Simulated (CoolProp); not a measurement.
The numbers come from the reference Helmholtz-energy equation of state, Thol 2018 in CoolProp.

Give the vapour pressure (MPa), liquid density (kg/m³), vapour density (kg/m³) of saturated hydrogen chloride at 230.2, 255.2 K.


| T (K) | p (MPa) | liquid density (kg/m³) | vapour density (kg/m³) |
|---|---|---|---|
| 230.2 | 0.688 | 1070 | 14.7 |
| 255.2 | 1.57 | 994 | 33.0 |
